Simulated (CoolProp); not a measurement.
Vapour-liquid equilibrium of dimethyl ether (1) + 1-butene (2) at 39.45 °C; x and y are mole fractions of (1).

Values from CoolProp's multi-fluid Helmholtz-energy mixture model, Wu 2011 and Lemmon 2005; pair parameters Bell 2016.

Problem. Give the bubble pressure and the first vapour's composition at x = 0.125, 0.35, 0.425. Is there an azeotrope?

Solution. x = 0.125: 522.5 kPa, y = 0.228; x = 0.35: 636.1 kPa, y = 0.505; x = 0.425: 669.9 kPa, y = 0.575. No azeotrope shows between x = 0.05 and 0.95.

Pair parameters are fitted to limited data, so mixtures are less certain than the pure fluids.
